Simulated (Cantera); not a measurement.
An isothermal, constant-pressure homogeneous reactor starts with N₂O : N₂ = 1 : 0.13 (molar parts), at 1623 K and 0.0440 bar. Integrator tolerance rtol = 1e-08.

Computed with Cantera and GRI-Mech 3.0 (53 species, 325 reactions). GRI-Mech 3.0 was tuned for natural gas; its chemistry of N2O as a main component is partial and can be far from experiment. Radical loss at walls, strong at low pressure, is not modelled. The temperature is held fixed by assumption; the heat of reaction is taken as removed at once.

Task: What does this change do: pressure from 0.0440 bar to 0.0210 bar?

Result: 
| quantity | before | after |
|---|---|---|
| x(N₂O) at 40.0 s | 9.53e-6 (gas-phase equilibrium 2.83e-8) | 9.36e-6 (gas-phase equilibrium 1.95e-8) |
| x(NO₂) at 40.0 s | 0.000143 (gas-phase equilibrium 2.32e-6) | 0.000101 (gas-phase equilibrium 1.60e-6) |
| x(N₂) at 40.0 s | 0.604 (gas-phase equilibrium 0.692) | 0.601 (gas-phase equilibrium 0.692) |
| x(O) at 40.0 s | 4.30e-5 (gas-phase equilibrium 5.04e-5) | 6.21e-5 (gas-phase equilibrium 7.30e-5) |
| x(NO) at 40.0 s | 0.179 (gas-phase equilibrium 0.00242) | 0.184 (gas-phase equilibrium 0.00242) |

Task: What does this change do: temperature 1623 to 1123 K?

Result: 
| quantity | before | after |
|---|---|---|
| x(N₂O) at 40.0 s | 9.53e-6 (gas-phase equilibrium 2.83e-8) | 0.647 (gas-phase equilibrium 1.73e-9) |
| x(NO₂) at 40.0 s | 0.000143 (gas-phase equilibrium 2.32e-6) | 7.45e-6 (gas-phase equilibrium 7.54e-7) |
| x(N₂) at 40.0 s | 0.604 (gas-phase equilibrium 0.692) | 0.264 (gas-phase equilibrium 0.693) |
| x(O) at 40.0 s | 4.30e-5 (gas-phase equilibrium 5.04e-5) | 5.01e-7 (gas-phase equilibrium 1.17e-8) |
| x(NO) at 40.0 s | 0.179 (gas-phase equilibrium 0.00242) | 0.0125 (gas-phase equilibrium 0.000119) |
The mechanism lacks the step 2 NO + O2 → 2 NO2, which can matter for NO2 below about 1400 K.
